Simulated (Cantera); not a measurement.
Cantera run:

```python
import numpy as np
import cantera as ct

gas_names = """
    AL ALCL ALCL2 ALCL3 ALH ALO ALOCL ALOH ALO2 ALO2H AL2 AL2CL6 AL2O AL2O2 CL CLO CL2 H HALO HCL HOCL
    HO2 H2 H2O H2O2 O OH O2 O3
""".split()
cond_names = """
    AL(cr) AL(L) ALCL3(s) ALCL3(L) AL2O3(a) AL2O3(L) H2O(s) H2O(L)
""".split()


# ... load() reads the species with a 1 bar reference pressure and builds the phases ...
atoms = {
    'Al2O3': {'AL': 2, 'O': 3},
    'Cl2': {'CL': 2},
    'H2': {'H': 2},
}
top_T = {}  # K; cautious upper limits of use, not melting points


# ... equilibrate(T, P, feed) seeds the gas with the atoms and calls Mixture.equilibrate('TP', solver="vcs", rtol=1e-11, max_steps=5000) ...
results = []
feed = {'Al2O3': 1, 'Cl2': 0.63, 'H2': 0.7}  # mol
P = 2.3  # Pa
for T in [1050, 1100, 1150, 1200, 1250, 1300, 1350, 1400, 1450, 1500, 1550]:
    mix = equilibrate(T, P, feed)
    results.append((T, P, feed, dict(zip(mix.species_names, mix.species_moles))))

top = {s: max(r[3][s] / sum(r[3][g] for g in gas_names) for r in results) for s in gas_names}
cols = sorted((s for s in top if top[s] > 0.001), key=lambda s: -top[s])[:7]
seen = [c for c in cond_names if any(r[3].get(c, 0) > 1e-12 for r in results)]
print("log10 of partial pressures in bar; condensed amounts in mol")
print(f"{'T/K':>10s}" + "".join(f"{s[:9]:>10s}" for s in cols + seen))
for T, P, feed, n in results:
    ng = sum(n[g] for g in gas_names)
    print(f"{T:10.4g}" + "".join(f"{np.log10(max(n[s] / ng * P / 1e5, 1e-99)):10.3f}" for s in cols)
          + "".join(f"{n.get(c, 0):10.4g}" for c in seen))
```

Result:

```
log10 of partial pressures in bar; condensed amounts in mol
       T/K       HCL        H2        CL         H  AL2O3(a)
      1050    -4.662    -5.917    -9.834   -11.049         1
      1100    -4.662    -5.917    -9.339   -10.546    0.9999
      1150    -4.662    -5.917    -8.886   -10.086    0.9999
      1200    -4.662    -5.916    -8.470    -9.663    0.9999
      1250    -4.662    -5.916    -8.088    -9.274    0.9999
      1300    -4.663    -5.914    -7.736    -8.913    0.9999
      1350    -4.663    -5.911    -7.410    -8.578    0.9998
      1400    -4.664    -5.905    -7.109    -8.266    0.9998
      1450    -4.667    -5.895    -6.833    -7.972    0.9997
      1500    -4.670    -5.878    -6.579    -7.694    0.9997
      1550    -4.676    -5.854    -6.349    -7.429    0.9996
```

These are equilibrium values from Cantera (NASA tables, ideal gas, pure condensed phases), not measurements of a reactor. The tables' values for AlCl2 are old estimates; treat these amounts as uncertain.
